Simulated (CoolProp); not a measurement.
n-perfluoropentane along the isotherm 374.5 K: density (kg/m³) from the reference equation and from simpler models built on Tc = 421.0 K, pc = 2063 kPa, ω = 0.436; each cubic takes its own stable root.

The numbers come from the reference Helmholtz-energy equation of state, Gao 2022 in CoolProp.

```tsv
p (kPa)	phase	reference	van der Waals	Peng-Robinson
833	liquid	1291	…	1285
1670	liquid	1311	796.9	1323
2500	liquid	…	…	1355
3330	liquid	1342	870.6	…
4170	liquid	1356	894.6	1406
5000	liquid	1367	…	1427
5830	liquid	1378	931.0	1446
6670	liquid	…	945.8	1463
7500	liquid	1398	958.9	1479
8330	liquid	1407	970.6	1494
9170	liquid	1415	981.4	1508
10000	liquid	1423	…	1521
```

Problem. What belongs in the gaps?

Solution. 
- 833, van der Waals: 95.20
- 2500, reference: 1328
- 2500, van der Waals: 840.2
- 3330, Peng-Robinson: 1382
- 5000, van der Waals: 914.2
- 6670, reference: 1389
- 10000, van der Waals: 991.2

At some of these states van der Waals gives the other phase, because its saturation line lies elsewhere.
